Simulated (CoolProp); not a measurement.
Vapour-liquid equilibrium of propane (1) + cyclopropane (2) at 0.589 MPa; x and y are mole fractions of (1).

Values from CoolProp's multi-fluid Helmholtz-energy mixture model, Lemmon 2009 and Polt 1992; pair parameters Bell 2016. This equation is an older, rougher fit; its heat capacities, sound speeds and derivatives of the liquid may be far off and weren't checked against measurements.

| x | bubble temperature (°C) | y at the bubble point | dew temperature at overall composition x (°C) | liquid density (mol/L) |
|---|---|---|---|---|
| 0.05 | 16.4 | 0.075 | 16.8 | 14.80 |
| 0.125 | 14.9 | 0.178 | 15.7 | 14.52 |
| 0.2 | 13.6 | 0.270 | 14.6 | 14.25 |
| 0.275 | 12.4 | 0.354 | 13.5 | 13.98 |
| 0.35 | 11.4 | 0.430 | 12.5 | 13.72 |
| 0.425 | 10.5 | 0.501 | 11.5 | 13.47 |
| 0.5 | 9.7 | 0.568 | 10.5 | 13.22 |
| 0.575 | 9.1 | 0.632 | 9.7 | 12.98 |
| 0.65 | 8.5 | 0.694 | 8.9 | 12.75 |
| 0.725 | 8.0 | 0.756 | 8.3 | 12.52 |
| 0.8 | 7.7 | 0.818 | 7.8 | 12.31 |
| 0.875 | 7.4 | 0.883 | 7.5 | 12.10 |
| 0.95 | 7.3 | 0.951 | 7.3 | 11.89 |

No azeotrope shows between x = 0.05 and 0.95.

Pair parameters are fitted to limited data, so mixtures are less certain than the pure fluids.
